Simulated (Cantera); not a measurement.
Feed: 1 mol Cu2O, 0.42 mol CH4, a varied amount of N2, equilibrated at 2023.15 K and 5200 Pa.

Method: chemical equilibrium by Gibbs-energy minimisation in Cantera with the NASA 1993 tables (ideal gas, pure condensed phases). Candidate condensed phases: C, C6H6, C7H8, C8H18, Cu, CuO, Cu(OH)2, Cu2O, H2O; 139 gas species. The numbers say what is thermodynamically allowed, not how fast it happens.

Q: What share of the Cu ends up in condensed phases as a function of n(N2) (mol), at 0.38, 1.1, 1.9, 2.6, 3.4, 4.1, 4.8, 5.6, 6.3, 7.1, 7.8, 8.6?

A: 
| n(N2) (mol) | Cu condensed (%) | as |
|---|---|---|
| 0.38 | 90.5 | Cu(l) |
| 1.1 | 86.4 | Cu(l) |
| 1.9 | 81.8 | Cu(l) |
| 2.6 | 77.7 | Cu(l) |
| 3.4 | 73.1 | Cu(l) |
| 4.1 | 69.1 | Cu(l) |
| 4.8 | 65.1 | Cu(l) |
| 5.6 | 60.4 | Cu(l) |
| 6.3 | 56.4 | Cu(l) |
| 7.1 | 51.8 | Cu(l) |
| 7.8 | 47.8 | Cu(l) |
| 8.6 | 43.2 | Cu(l) |
